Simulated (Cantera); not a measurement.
Mixture: 1.15 % CH4, 0.172 % C2H6, 0.826 % C3H8, 12.5 % O2, 85.4 % N2, equivalence ratio 0.56, at 0.424 atm, adiabatic and at constant pressure. Ignition delay is the time to a rise of 400 K.

Computed with Cantera and GRI-Mech 3.0 (53 species, 325 reactions). GRI-Mech 3.0 was tuned for natural gas; its chemistry of propane as a main component is partial and can be far from experiment. Where the delays flatten at high temperature, the 400 K rule measures the pace of heat release, not the induction time.

Task: Predict: delay at 1200 K; delay at 1275 K; delay at 1350 K; delay at 1425 K; delay at 1500 K; delay at 1575 K; delay at 1650 K.

Result: 
```
Item               Result
---------------  --------
delay at 1200 K   9.82 ms
delay at 1275 K   2.77 ms
delay at 1350 K   1.02 ms
delay at 1425 K  0.502 ms
delay at 1500 K  0.339 ms
delay at 1575 K  0.300 ms
delay at 1650 K  0.317 ms
```
